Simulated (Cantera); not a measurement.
An adiabatic, constant-pressure homogeneous reactor starts with 8.04 % CH4, 0.587 % C2H6, 16.5 % O2, 62.0 % N2, 12.9 % H2O, equivalence ratio 1.1, at 1798 K and 1800000 Pa.

Cantera simulation using GRI-Mech 3.0 (53 species, 325 reactions); the numbers are that mechanism's predictions, not measurements. The pressure lies above the range GRI-Mech 3.0 was tuned for (to about 10 atm).

Task: Predict: time of steepest temperature rise; temperature at 0.800 s; equilibrium temperature; x(O2) at 0.800 s; x(O) at 0.800 s; x(HO2) at 0.800 s.

Result: 
| Property | Value |
|---|---|
| time of steepest temperature rise | 6.35 µs |
| temperature at 0.800 s | 2942 K |
| equilibrium temperature | 2942 K |
| x(O2) at 0.800 s | 0.00784 (gas-phase equilibrium 0.00784) |
| x(O) at 0.800 s | 0.00194 (gas-phase equilibrium 0.00194) |
| x(HO2) at 0.800 s | 1.07e-5 (gas-phase equilibrium 1.07e-5) |
